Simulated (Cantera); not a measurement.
A freely propagating, adiabatic, planar premixed flame of H₂ : O₂ : N₂ = 1 : 0.725 : 2.72 (molar parts), unburnt at 625 K and 82.5 Torr; mixture-averaged transport, grid criteria slope 0.08 and curve 0.16, no radiation.

Cantera simulation using the H2/O2 subset of GRI-Mech 3.0, which has no nitrogen chemistry; the numbers are that mechanism's predictions, not measurements. Burning velocities carry a grid error of a few per cent, more on coarse grids. Lean hydrogen flames are cellular in practice and burn faster than this planar one.

Q: Predict: laminar burning velocity; thermal thickness; peak x(OH); peak x(HO₂); peak x(O); peak x(H).

A: 
| Item | Value |
|---|---|
| laminar burning velocity | 526 cm/s |
| thermal thickness | 8.67 mm |
| peak x(OH) | 0.0158 |
| peak x(HO₂) | 4.06e-5 |
| peak x(O) | 0.0184 |
| peak x(H) | 0.0610 |
